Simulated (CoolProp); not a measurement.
Octamethyltrisiloxane (MDM) along the isotherm 301.85 °C: fugacity coefficient from the reference equation and from simpler models built on Tc = 292.2 °C, pc = 1438 kPa, ω = 0.528; each cubic takes its own stable root.

The numbers come from the reference Helmholtz-energy equation of state, Thol 2017 in CoolProp.

```
p (kPa)          phase  reference  van der Waals  Peng-Robinson
-------  -------------  ---------  -------------  -------------
45.5               gas     0.9901         0.9910         0.9887
103                gas     0.9777         0.9796         0.9746
235                gas     0.9493         0.9536         0.9425
536                gas     0.8849         0.8945         0.8715
1220               gas     0.7378         0.7581         0.7175
2780     supercritical     0.4344         0.4696         0.4279
6320     supercritical     0.2726         0.3352         0.2689
14400    supercritical     0.2439         0.3839         0.2314
```
